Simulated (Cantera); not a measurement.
# Ammonia decomposition in nitride growth gas

An isothermal, constant-pressure homogeneous reactor starts with NH3 : N2 = 1 : 3 (molar parts), at 1600 K and 0.132 atm.

Model: the gas-phase N/H chemistry of the illustrative SiF4/NH3 mechanism in the Surface Chemkin manual (1991), integrated in Cantera. Walls and surfaces, which speed up NH3 decomposition in real reactors, are not modelled.

```tsv
t (s)	x NH3	x H2	x H	x N2H4	x NH2
6.00e-6	0.250	4.72e-9	4.15e-9	<1e-12	1.36e-8
1.60e-5	0.250	1.86e-8	4.96e-9	<1e-12	4.22e-8
4.24e-5	0.250	5.78e-8	5.00e-9	<1e-12	1.21e-7
0.000113	0.250	1.62e-7	5.00e-9	<1e-12	3.29e-7
0.000300	0.250	4.39e-7	5.00e-9	2.56e-12	8.83e-7
0.000799	0.250	1.18e-6	5.02e-9	1.98e-11	2.36e-6
0.00212	0.250	3.18e-6	5.17e-9	1.45e-10	6.27e-6
0.00565	0.250	9.21e-6	6.38e-9	1.03e-9	1.66e-5
0.0150	0.250	3.91e-5	1.59e-8	6.79e-9	4.26e-5
0.0400	0.250	0.000278	6.99e-8	2.31e-8	7.85e-5
0.106	0.249	0.00123	2.10e-7	2.57e-8	8.29e-5
0.283	0.247	0.00380	5.58e-7	2.43e-8	8.05e-5
0.752	0.241	0.0105	1.43e-6	2.16e-8	7.61e-5
2.00	0.227	0.0271	3.51e-6	1.80e-8	6.93e-5
```
x: mole fraction; the columns are a selection and need not sum to one.

Equilibrium at this temperature and pressure: NH3 8.45e-7, H2 0.300, H 8.21e-5, N2H4 <1e-12, NH2 5.50e-10 (gas phase only).
